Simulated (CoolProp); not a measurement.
Vapour-liquid equilibrium of methanol (1) + hexamethyldisiloxane (MM) (2) at 174 kPa; x and y are mole fractions of (1).

Model: multi-fluid Helmholtz-energy mixture model, de Reuck 1993 and Thol 2016; pair parameters Bell 2016, in CoolProp.

```tsv
x	bubble temperature, mixture model (°C)	bubble temperature, Raoult's law (°C)	y, mixture model	y, Raoult's law
0.05	111.2	115.5	___	0.162
0.2	93.9	104.8	0.582	0.473
0.35	85.8	97.4	___	0.655
0.5	82.2	91.7	0.774	0.776
0.65	80.5	87.0	___	0.865
0.8	79.5	83.2	0.856	0.932
0.95	78.9	79.9	0.951	0.985
```

**Question.** What belongs in the gaps?

**Answer.** 
- 0.05, y, mixture model: 0.230
- 0.35, y, mixture model: 0.714
- 0.65, y, mixture model: 0.811

The largest gap from Raoult's law is -11.6 K in bubble temperature, at x = 0.35. No azeotrope shows between x = 0.05 and 0.95.

Pair parameters are fitted to limited data, so mixtures are less certain than the pure fluids.
